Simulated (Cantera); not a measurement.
Stirred combustor or abatement burner

A perfectly stirred reactor is fed with CO : H₂ : CH₄ : O₂ : N₂ = 1 : 0.48 : 0.065 : 1.02 : 3.85 (molar parts), equivalence ratio 0.85, at 1500000 Pa; it is adiabatic with a 600 K inlet, and is followed from long to short residence time, starting on the burning branch (τ in s: 0.16, 0.068, 0.029, 0.013, 0.0055, 0.0024, 0.001, 0.00045, 0.00019, 8.3e-05, 3.6e-05, 1.6e-05, 6.7e-06).

Computed with Cantera and GRI-Mech 3.0 (53 species, 325 reactions). The pressure lies above the range GRI-Mech 3.0 was tuned for (to about 10 atm).

```
τ (s)    T (K)     x CO      x H₂     x CH₄     x OH   x CH₂CO      x NO     x CH₂
-------  -----  -------  --------  --------  -------  --------  --------  --------
0.16      2482  0.00945  0.000901   1.39e-8  0.00422  7.14e-12   0.00716  4.40e-10
0.068     2482  0.00948  0.000904   3.26e-8  0.00424  1.68e-11   0.00697   1.03e-9
0.029     2482  0.00955  0.000909   7.59e-8  0.00426  3.94e-11   0.00655   2.41e-9
0.013     2482  0.00969  0.000920   1.67e-7  0.00431  8.81e-11   0.00581   5.35e-9
0.0055    2482   0.0100  0.000947   3.83e-7  0.00440  2.11e-10   0.00455   1.25e-8
0.0024    2479   0.0107   0.00100   8.40e-7  0.00455  5.01e-10   0.00307   2.78e-8
0.0010    2469   0.0123   0.00114   1.87e-6  0.00480   1.32e-9   0.00174   6.27e-8
0.00045   2448   0.0150   0.00137   3.74e-6  0.00519   3.37e-9  0.000963   1.25e-7
0.00019   2407   0.0201   0.00183   7.49e-6  0.00583   9.49e-9  0.000501   2.43e-7
8.3e-5    2346   0.0273   0.00250   1.41e-5  0.00660   2.44e-8  0.000266   4.22e-7
3.6e-5    2259   0.0372   0.00342   2.72e-5  0.00732   5.78e-8  0.000141   6.82e-7
1.6e-5    2147   0.0500   0.00451   5.53e-5  0.00762   1.26e-7   7.92e-5   1.03e-6
6.7e-6    1968   0.0718   0.00603  0.000150  0.00670   3.46e-7   3.81e-5   1.55e-6
```
x: mole fraction; the columns are a selection and need not sum to one.
